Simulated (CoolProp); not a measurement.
A closed Brayton cycle with carbon dioxide: compressor inlet 328.15 K and 9.4 MPa, high pressure 26.9 MPa, turbine inlet 980 K, compressor efficiency 0.89, turbine efficiency 0.9, recuperator effectiveness 0 (on enthalpy, no pinch check). Each further row changes one setting.

Values from CoolProp's reference Helmholtz-energy equation of state, Span 1996.

| case | thermal efficiency (%) | net work (kJ/kg) | compressor to turbine work | compressor exit (K) | turbine exit (K) |
|---|---|---|---|---|---|
| as stated | 15.4 | 117 | 0.30 | 409.1 | 839.6 |
| turbine inlet 930 K | 15.5 | 107 | 0.32 | 409.1 | 794.3 |
| compressor inlet 338.15 K | 15.1 | 109 | (withheld) | 427.9 | 839.6 |
| high pressure 22.9 MPa | (withheld) | 102 | 0.28 | (withheld) | 860.4 |
| recuperator effectiveness 0.5 | 23.1 | 117 | 0.30 | 409.1 | 839.6 |

Q: What belongs in the gaps?

A: 
- compressor inlet 338.15 K, compressor to turbine work: 0.34
- high pressure 22.9 MPa, thermal efficiency (%): 13.3
- high pressure 22.9 MPa, compressor exit (K): 396.5
